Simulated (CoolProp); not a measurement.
The fluid at 476.47 K and 26.8 MPa flows at 2 m/s in a round tube of 20 mm bore and 15 µm roughness, fully developed (64/Re and Nu = 3.66 if laminar; Colebrook and Gnielinski if turbulent). The same conditions are run with several fluids, on thermodynamics alone (safety and materials aside).

Computed with CoolProp (reference Helmholtz-energy equation of state of each fluid (ammonia: Gao 2020; R125: Lemmon 2005; propane: Lemmon 2009; CF4 (R14): Platzer 1990; R11: Jacobsen 1992)). The equations of Platzer and Polt are older, rougher fits.

```json
[
 {"fluid": "ammonia", "Reynolds number": "308000", "Darcy friction factor": "0.0195", "pressure drop (Pa/m)": "462", "heat-transfer coefficient (W/(m² K))": "7180", "mass flow (kg/h)": "537"},
 {"fluid": "R125", "Reynolds number": "487000", "Darcy friction factor": "0.0191", "pressure drop (Pa/m)": "1580", "heat-transfer coefficient (W/(m² K))": "4090", "mass flow (kg/h)": "1880"},
 {"fluid": "propane", "Reynolds number": "303000", "Darcy friction factor": "0.0195", "pressure drop (Pa/m)": "688", "heat-transfer coefficient (W/(m² K))": "4130", "mass flow (kg/h)": "798"},
 {"fluid": "CF4 (R14)", "Reynolds number": "547000", "Darcy friction factor": "0.0190", "pressure drop (Pa/m)": "1020", "heat-transfer coefficient (W/(m² K))": "2550", "mass flow (kg/h)": "1210"},
 {"fluid": "R11", "Reynolds number": "271000", "Darcy friction factor": "0.0196", "pressure drop (Pa/m)": "2280", "heat-transfer coefficient (W/(m² K))": "3430", "mass flow (kg/h)": "2630"}
]
```

Transport values come from each fluid's own correlations; those of CF4 (R14), R11 are estimates that may be off by 10 % or more.
